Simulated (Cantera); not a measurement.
Input (Python, Cantera):

```python
import numpy as np
import cantera as ct

gas = ct.Solution("h2o2.yaml")
gas.TPX = 1200, 1900, {'H2': 0.011, 'O2': 1}
inlet = ct.Reservoir(gas, clone=True)

reactor = ct.IdealGasConstPressureReactor(gas, energy="off", clone=False)
exhaust = ct.Reservoir(gas, clone=True)
tau = [1.6, 0.74, 0.34, 0.16, 0.071, 0.033, 0.015, 0.0069, 0.0032, 0.0014, 0.00066][0]
for a, b in ((inlet, reactor), (reactor, exhaust)):
    ct.MassFlowController(a, b, mdot=lambda t: reactor.mass / tau)
net = ct.ReactorNet([reactor])
show = ['H2', 'O2', 'H2O', 'O', 'HO2']

rows = []
print(f"{'tau/s':>10s}{'T/K':>9s}" + "".join(f"{s:>11s}" for s in show))
for tau in [1.6, 0.74, 0.34, 0.16, 0.071, 0.033, 0.015, 0.0069, 0.0032, 0.0014, 0.00066]:
    net.initial_time = 0.0
    net.advance(30 * tau)
    before = gas.X
    net.advance(40 * tau)
    drift = np.max(np.abs(gas.X - before) / (gas.X + 1e-9))
    rows.append([gas.T, *gas[show].X, drift])
    print(f"{tau:10.3e}{gas.T:9.1f}" + "".join(f"{x:11.3e}" for x in gas[show].X))
```

It prints:

```
     tau/s      T/K         H2         O2        H2O          O        HO2
 1.600e+00   1200.0  3.289e-05  9.878e-01  1.073e-02  1.109e-03  5.058e-07
 7.400e-01   1200.0  5.077e-05  9.871e-01  1.066e-02  1.740e-03  6.574e-07
 3.400e-01   1200.0  7.909e-05  9.861e-01  1.055e-02  2.643e-03  8.348e-07
 1.600e-01   1200.0  1.234e-04  9.849e-01  1.040e-02  3.761e-03  1.025e-06
 7.100e-02   1200.0  2.053e-04  9.835e-01  1.018e-02  5.085e-03  1.243e-06
 3.300e-02   1200.0  3.460e-04  9.823e-01  9.890e-03  6.172e-03  1.459e-06
 1.500e-02   1200.0  6.188e-04  9.814e-01  9.436e-03  6.843e-03  1.693e-06
 6.900e-03   1200.0  1.132e-03  9.812e-01  8.732e-03  6.897e-03  1.925e-06
 3.200e-03   1200.0  2.082e-03  9.816e-01  7.623e-03  6.289e-03  2.111e-06
 1.400e-03   1200.0  3.978e-03  9.831e-01  5.713e-03  4.818e-03  2.167e-06
 6.600e-04   1200.0  6.973e-03  9.856e-01  3.064e-03  2.627e-03  1.915e-06
```

Cantera simulation using the H2/O2 subset of GRI-Mech 3.0, which has no nitrogen chemistry; the numbers are that mechanism's predictions, not measurements. Radical loss at walls, strong at low pressure, is not modelled.
